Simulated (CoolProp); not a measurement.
Vapour-liquid equilibrium of propane (1) + R236EA (2) at 2.06 bar; x and y are mole fractions of (1).

Computed with CoolProp (multi-fluid Helmholtz-energy mixture model, Lemmon 2009 and Rui 2013; pair parameters Bell 2016).

| x | bubble temperature (°C) | y at the bubble point | dew temperature at overall composition x (°C) | liquid density (mol/L) |
|---|---|---|---|---|
| 0.05 | 8.3 | 0.473 | 23.5 | 9.779 |
| 0.125 | -7.8 | 0.746 | 21.2 | 10.20 |
| 0.2 | -15.8 | 0.834 | 18.8 | 10.47 |
| 0.275 | -19.6 | 0.867 | 16.2 | 10.67 |
| 0.35 | -21.3 | 0.881 | 13.4 | 10.83 |
| 0.425 | -22.0 | 0.887 | 10.3 | 10.98 |
| 0.5 | -22.3 | 0.890 | 7.0 | 11.13 |
| 0.575 | -22.4 | 0.891 | 3.2 | 11.30 |
| 0.65 | -22.6 | 0.894 | -1.1 | 11.48 |
| 0.725 | -22.9 | 0.899 | -6.2 | 11.69 |
| 0.8 | -23.3 | 0.909 | -12.4 | 11.93 |
| 0.875 | -23.9 | 0.928 | -20.5 | 12.19 |
| 0.95 | -24.4 | 0.963 | -24.3 | 12.49 |

No azeotrope shows between x = 0.05 and 0.95.

Pair parameters are fitted to limited data, so mixtures are less certain than the pure fluids. With so large a gap from Raoult's law the liquid may split in two, which this calculation doesn't test in full.
